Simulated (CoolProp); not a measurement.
A simple Rankine cycle with cyclopentane: condensing at 324.15 K, boiler at 0.324 MPa, turbine inlet 402.9 K, turbine efficiency 0.85, pump efficiency 0.6, no recuperator. Each further row changes one setting.

The numbers come from the reference Helmholtz-energy equation of state, Gedanitz 2015 in CoolProp.

```csv
case,thermal efficiency (%),net work (kJ/kg),heat in (kJ/kg),turbine exit temperature (K),volume ratio over the turbine
as stated,8.1,40.9,503,374.4,2.91
turbine inlet 422.9 K,8.0,43.3,539,394.9,2.90
condensing temperature 316.15 K,9.7,50.5,518,367.7,3.75
boiler pressure 0.227 MPa,5.6,28.4,505,383.9,2.05
turbine efficiency 0.75,7.2,36.0,503,377.4,2.93
```
